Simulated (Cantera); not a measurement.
A perfectly stirred reactor is fed with CH4 : H2 = 1 : 2.4 (molar parts), at 750 Torr; it is held at 1873 K, and followed from long to short residence time.

Detailed kinetics in Cantera: GRI-Mech 3.0 (53 species, 325 reactions). GRI-Mech 3.0 stops at C3 and has no aromatics, soot or wall deposition, so with more carbon than oxygen in the feed, carbon stays in small species such as C2H2 where larger ones or solid carbon would form.

| quantity | before | after |
|---|---|---|
| x(CH4) at τ = 2.20 s | 0.0113 | 0.0131 |
| x(H2) at τ = 2.20 s | 0.879 | 0.808 |
| x(C2H2) at τ = 2.20 s | 0.108 | 0.176 |
| x(CH2) at τ = 2.20 s | 1.27e-7 | 1.59e-7 |
| x(H) at τ = 2.20 s | 0.000607 | 0.000582 |
| x(CH4) at τ = 12.0 ms | 0.0816 | 0.107 |
| x(H2) at τ = 12.0 ms | 0.835 | 0.743 |
| x(C2H2) at τ = 12.0 ms | 0.0803 | 0.145 |
| x(CH2) at τ = 12.0 ms | 6.87e-7 | 9.01e-7 |
| x(H) at τ = 12.0 ms | 0.000541 | 0.000494 |

Task: What was changed between the two runs?
A) pressure from 750 Torr to 10.00 Torr
B) CH4 1 to 3.2 parts
C) temperature 1873 to 1825 K
D) temperature 1873 to 1100 K

Result: B, CH4 1 to 3.2 parts
